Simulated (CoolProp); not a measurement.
Vapour-liquid equilibrium of carbon dioxide (1) + CH2F2 (R32) (2) at 0.779 MPa; x and y are mole fractions of (1).

The numbers come from the multi-fluid Helmholtz-energy mixture model, Span 1996 and Tillner-Roth 1997; pair parameters Bell 2016 in CoolProp.

```csv
x,bubble temperature (K),y at the bubble point,dew temperature at overall composition x (K),liquid density (mol/L)
0.05,267.3,0.163,270.5,20.72
0.125,261.1,0.359,268.4,…
0.2,255.8,0.506,…,21.69
0.275,251.1,0.616,263.9,…
0.35,247.1,0.700,261.4,22.54
0.425,243.6,0.766,258.8,22.94
0.5,240.5,0.817,256.0,23.33
0.575,237.8,…,252.9,23.71
0.65,…,0.892,249.6,24.09
0.725,233.2,0.921,…,24.48
0.8,231.2,0.946,241.6,24.86
0.875,…,…,236.6,25.26
0.95,227.6,0.988,230.8,25.67
```

Q: Complete the blanks.

A: 
- 0.125, liquid density (mol/L): 21.22
- 0.2, dew temperature at overall composition x (K): 266.2
- 0.275, liquid density (mol/L): 22.12
- 0.575, y at the bubble point: 0.858
- 0.65, bubble temperature (K): 235.4
- 0.725, dew temperature at overall composition x (K): 245.8
- 0.875, bubble temperature (K): 229.3
- 0.875, y at the bubble point: 0.968

No azeotrope shows between x = 0.05 and 0.95.

Pair parameters are fitted to limited data, so mixtures are less certain than the pure fluids. The gap from Raoult's law changes sign with composition, which may be real or a fault of the pair parameters; it wasn't checked against measurements.
